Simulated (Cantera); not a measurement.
**Reactions in the system Fe-N-O-S**

Cantera with NASA thermochemical tables; ideal gases at 1 bar, condensed phases pure. Values are per mole of reaction as written; species without (g) are pure solids or liquids, kept so even where they would boil at 1 bar.

Fe + 3 FeSO4 ⇌ 2 Fe2O3 + 3 SO2(g)

```
T (K)  ΔH° (kJ)  ΔS° (J/K)  ΔG° (kJ)  log10 K
-----  --------  ---------  --------  -------
300       245.5      529.3      86.7   -15.10
573       243.0      524.1     -57.3     5.22
623       242.2      522.7     -83.5     7.00
673       241.5      521.6    -109.6     8.50
723       240.9      520.8    -135.6     9.80
773       240.5      520.3    -161.6    10.92
```

5 N2(g) + 4 FeSO4 ⇌ 2 S2(g) + 10 NO(g) + 2 Fe2O3

| T (K) | ΔH° (kJ) | ΔS° (J/K) | ΔG° (kJ) | log10 K |
|---|---|---|---|---|
| 300 | 3234.4 | 1297.2 | 2845.2 | -495.39 |
| 573 | 3231.4 | 1292.3 | 2490.9 | -227.07 |
| 623 | 3229.6 | 1289.2 | 2426.4 | -203.44 |
| 673 | 3227.8 | 1286.4 | 2362.0 | -183.32 |
| 723 | 3226.0 | 1283.8 | 2297.8 | -166.00 |
| 773 | 3224.3 | 1281.6 | 2233.6 | -150.93 |

S + 3 FeSO4 ⇌ 3 Fe + 4 SO3(g)

```tsv
T (K)	ΔH° (kJ)	ΔS° (J/K)	ΔG° (kJ)	log10 K	condensed phases
300	1203.5	713.9	989.4	-172.26	S(s), FeSO4(s), Fe(α)
573	1181.7	663.2	801.7	-73.08	S(l), FeSO4(s), Fe(α)
623	1177.5	656.1	768.7	-64.45	S(l), FeSO4(s), Fe(α)
673	1173.3	649.7	736.0	-57.13	S(l), FeSO4(s), Fe(α)
723	1169.2	643.9	703.7	-50.84	S(l), FeSO4(s), Fe(α)
773	1165.3	638.6	671.6	-45.38	S(l), FeSO4(s), Fe(α)
```
